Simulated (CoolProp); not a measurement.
A single-stage vapour-compression cycle with C3F8 (R218): evaporating at 219.15 K (dew point), condensing at 268.15 K (bubble point), superheat 5 K, subcooling 0 K, compressor efficiency 0.65, no pressure losses. Each further row changes one setting.

Model: reference Helmholtz-energy equation of state, Lemmon 2006, in CoolProp. It is a short technical equation, of lower accuracy than the large ones.

```tsv
case	cooling COP	pressure ratio	discharge temperature (K)	refrigerating effect (kJ/kg)	volumetric capacity (kJ/m³)
as stated	2.06	8.12	275.0	65.8	295
evaporating temperature 224.15 K	2.44	___	274.1	68.9	395
condensing temperature 263.15 K	2.42	___	270.6	71.1	319
subcooling 5 K	2.22	8.12	275.0	71.0	319
superheat 15 K	2.15	8.12	___	72.7	310
compressor efficiency 0.55	1.74	8.12	282.1	65.8	295
```

Task: Complete the blanks.

Result: 
- evaporating temperature 224.15 K, pressure ratio: 6.24
- condensing temperature 263.15 K, pressure ratio: 6.83
- superheat 15 K, discharge temperature (K): 285.6
